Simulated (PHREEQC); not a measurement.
A solution holds 0.14 mol HCl, 0.005 mol FeSO4 and 0.00099 mol MgSO4 per kg of water, at 74 °C. Closed to the air; pH follows from the charge balance.

All values are PHREEQC results (Pitzer model, pitzer.dat), not measurements.

The ionic strength comes out as 0.153 mol/kgw. What activity coefficients do Cl-, HSO4-, Mg+2, Fe+2, SO4-2 get?

Cl- 0.72, HSO4- 0.77, Mg+2 0.31, Fe+2 0.29, SO4-2 0.17. Single-ion values are on the MacInnes scale.

Precipitation was switched off in this run. Species that the database lacks are ignored. At this temperature some constants are extrapolated from 25 °C, and those without enthalpy data are left unchanged.
